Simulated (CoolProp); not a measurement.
Vapour-liquid equilibrium of propane (1) + isobutane (2) at 253.6 K; x and y are mole fractions of (1).

Computed with CoolProp (multi-fluid Helmholtz-energy mixture model, Lemmon 2009 and Bücker 2006; pair parameters Kunz 2012).

**Question.** Give the bubble pressure and the first vapour's composition at x = 0.05, 0.5, 0.8. Is there an azeotrope?

**Answer.** x = 0.05: 0.08248 MPa, y = 0.146; x = 0.5: 0.1580 MPa, y = 0.755; x = 0.8: 0.2114 MPa, y = 0.926. No azeotrope shows between x = 0.05 and 0.95.

Pair parameters are fitted to limited data, so mixtures are less certain than the pure fluids.
